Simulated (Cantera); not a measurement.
A perfectly stirred reactor is fed with H2 : O2 : N2 = 0.73 : 1 : 0.51 (molar parts), equivalence ratio 0.36, at 0.920 bar; it is held at 1275 K, and followed from long to short residence time.

Detailed kinetics in Cantera: the H2/O2 subset of GRI-Mech 3.0, which has no nitrogen chemistry. The temperature is held fixed by assumption; the heat of reaction is taken as removed at once.

```json
[
 {"quantity": "x(H2) at τ = 23.0 s", "before": "1.44e-5", "after": "8.74e-6"},
 {"quantity": "x(O2) at τ = 23.0 s", "before": "0.339", "after": "0.468"},
 {"quantity": "x(OH) at τ = 23.0 s", "before": "5.46e-5", "after": "5.20e-5"},
 {"quantity": "x(H2O) at τ = 23.0 s", "before": "0.389", "after": "0.234"},
 {"quantity": "x(H2O2) at τ = 23.0 s", "before": "8.01e-8", "after": "6.64e-8"},
 {"quantity": "x(H2) at τ = 0.340 s", "before": "0.000274", "after": "0.000153"},
 {"quantity": "x(O2) at τ = 0.340 s", "before": "0.339", "after": "0.468"},
 {"quantity": "x(OH) at τ = 0.340 s", "before": "0.000191", "after": "0.000197"},
 {"quantity": "x(H2O) at τ = 0.340 s", "before": "0.389", "after": "0.234"},
 {"quantity": "x(H2O2) at τ = 0.340 s", "before": "7.65e-7", "after": "6.01e-7"}
]
```

Question: Which change was made?
(A) temperature 1275 to 1000 K
(B) O2 1 to 0.17 parts
(C) H2 0.73 to 2.8 parts
(D) H2 0.73 to 0.4 parts

Answer: D, H2 0.73 to 0.4 parts
